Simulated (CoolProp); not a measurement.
Vapour-liquid equilibrium of hydrogen chloride (1) + propane (2) at 199.2 K; x and y are mole fractions of (1).

Computed with CoolProp (multi-fluid Helmholtz-energy mixture model, Thol 2018 and Lemmon 2009; pair parameters Bell 2016).

Give the bubble pressure and the first vapour's composition at x = 0.2, 0.35, 0.5. Is there an azeotrope?

x = 0.2: 109.5 kPa, y = 0.848; x = 0.35: 140.6 kPa, y = 0.892; x = 0.5: 154.1 kPa, y = 0.908. No azeotrope shows between x = 0.05 and 0.95.

The pair parameters rest on a limited set of measurements; away from them the model extrapolates. With so large a gap from Raoult's law the liquid may split in two, which this calculation doesn't test in full.
